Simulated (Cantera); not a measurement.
Mixture: CH₃OH : O₂ : N₂ = 1 : 2.54 : 9.56 (molar parts), equivalence ratio 0.59, at 1000000 Pa, adiabatic and at constant volume. Ignition delay is the time to a rise of 400 K.

Computed with Cantera and GRI-Mech 3.0 (53 species, 325 reactions). GRI-Mech 3.0 was tuned for natural gas; its chemistry of methanol as a main component is partial and can be far from experiment.

### Question
Predict: delay at 1298 K; delay at 1398 K; delay at 1498 K; delay at 1598 K; delay at 1698 K; apparent activation energy between 1648 and 1748 K.

### Answer
| Property | Value |
|---|---|
| delay at 1298 K | 0.359 ms |
| delay at 1398 K | 99.0 µs |
| delay at 1498 K | 34.1 µs |
| delay at 1598 K | 14.0 µs |
| delay at 1698 K | 6.60 µs |
| apparent activation energy between 1648 and 1748 K | 170 kJ/mol |
